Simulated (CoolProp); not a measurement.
The fluid at 293.15 K and 3.86 MPa is throttled through a valve to 2.13 MPa with no heat exchange. The same conditions are run with several fluids, on thermodynamics alone (safety and materials aside).

The numbers come from the reference Helmholtz-energy equation of state of each fluid (normal hydrogen: Leachman 2009; CF4 (R14): Platzer 1990; C2F6 (R116): Lemmon 2006; carbon monoxide: Lemmon 2006; dry air: Lemmon 2000) in CoolProp. The equations of Platzer and Polt are older, rougher fits. Blends and air are pseudo-pure fits.

| fluid | temperature change (K) | final phase | final density (kg/m³) |
|---|---|---|---|
| normal hydrogen | +0.5 | supercritical | 1.74 |
| CF4 (R14) | -10.3 | gas | 88.2 |
| C2F6 (R116) | -14.5 | two-phase, vapour fraction 0.330 | 467 |
| carbon monoxide | -4.1 | gas | 25.0 |
| dry air | -3.7 | gas | 25.8 |
